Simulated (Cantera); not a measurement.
Cantera run:

```python
import numpy as np
import cantera as ct

gas_names = """
    CL CL2 H HCL H2 Si SiCL SiCL2 SiCL3 SiCL4 SiH SiHCL3 SiH2 SiH2CL2 SiH3 SiH3CL SiH4 Si2 Si3
""".split()
cond_names = """
    Si(cr) Si(L)
""".split()


# ... load() reads the species with a 1 bar reference pressure and builds the phases ...
atoms = {
    'Si': {'Si': 1},
    'Cl2': {'CL': 2},
    'H2': {'H': 2},
}
top_T = {}  # K; cautious upper limits of use, not melting points


# ... equilibrate(T, P, feed) seeds the gas with the atoms and calls Mixture.equilibrate('TP', solver="vcs", rtol=1e-11, max_steps=5000) ...
results = []
feed = {'Si': 1, 'Cl2': 2.9, 'H2': 1.6}  # mol
T = 873  # K
P = 1500000  # Pa
mix = equilibrate(T, P, feed)
results.append((T, P, feed, dict(zip(mix.species_names, mix.species_moles))))
print(gas.report(threshold=1e-05))
for i in range(1, mix.n_phases):
    print(f"{mix.phase(i).name:16s} {mix.phase_moles(i):12.5e} mol")
```

It prints:

```
       temperature   873 K
          pressure   1.5e+06 Pa
           density   13.989 kg/m^3
  mean mol. weight   67.692 kg/kmol
   phase of matter   gas

                          1 kg             1 kmol
                     ---------------   ---------------
          enthalpy       -3.0739e+06       -2.0808e+08  J
   internal energy       -3.1812e+06       -2.1534e+08  J
           entropy            3782.5        2.5604e+05  J/K
    Gibbs function        -6.376e+06        -4.316e+08  J
 heat capacity c_p            767.26             51937  J/K
 heat capacity c_v            644.43             43623  J/K

                      mass frac. Y      mole frac. X     chem. pot. / RT
                     ---------------   ---------------   ---------------
               HCL           0.27712           0.51452            -34.62
                H2         0.0059493           0.19976           -16.081
             SiCL4           0.71646           0.28548           -134.54
            SiHCL3        0.00047496        0.00023738              -116
     [  +15 minor]        7.5412e-07        3.8422e-07

Si(cr)            0.00000e+00 mol
```

Cantera equilibrium calculation (NASA polynomials, part measured and part estimated; ideal gas, pure solids and liquids).
